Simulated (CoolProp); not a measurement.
Saturation properties of sulfur hexafluoride.

The numbers come from the reference Helmholtz-energy equation of state, Guder 2009 in CoolProp.

```tsv
T (°C)	p (kPa)	liquid density (kg/m³)	vapour viscosity (µPa s)
-34.35	421.3	1767	12.7
-31.15	472.8	1750	12.9
-27.95	528.8	1732	13.1
-24.85	587.7	1715	13.3
-21.65	?	1697	13.5
-18.45	724.5	1678	13.7
-15.35	798.7	1659	13.9
-12.15	881.0	1639	?
-8.95	969.5	?	14.3
-5.85	1061	1598	14.5
-2.65	1163	1577	14.7
0.45	1267	?	?
3.65	1383	1531	15.2
6.85	1506	1507	15.5
9.95	1632	1482	?
```

**Question.** Some entries are withheld; supply them.

**Answer.** 
- -21.65, p (kPa): 653.4
- -12.15, vapour viscosity (µPa s): 14.1
- -8.95, liquid density (kg/m³): 1619
- 0.45, liquid density (kg/m³): 1555
- 0.45, vapour viscosity (µPa s): 15.0
- 9.95, vapour viscosity (µPa s): 15.8

Viscosity comes from a separate model (Quiñones-Cisneros 2012).
